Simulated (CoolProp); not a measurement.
Chloromethane (R40) at 260.42 K and 0.762 MPa is throttled through a valve to 0.503 MPa with no heat exchange. Each further row changes one setting.

Computed with CoolProp (reference Helmholtz-energy equation of state, Thol 2014).

```tsv
case	temperature change (K)	final phase	final density (kg/m³)
as stated	+0.1	liquid	984
outlet pressure 0.151 MPa	-1.7	two-phase, vapour fraction 0.007	343
outlet pressure 0.654 MPa	+0.0	liquid	984
```
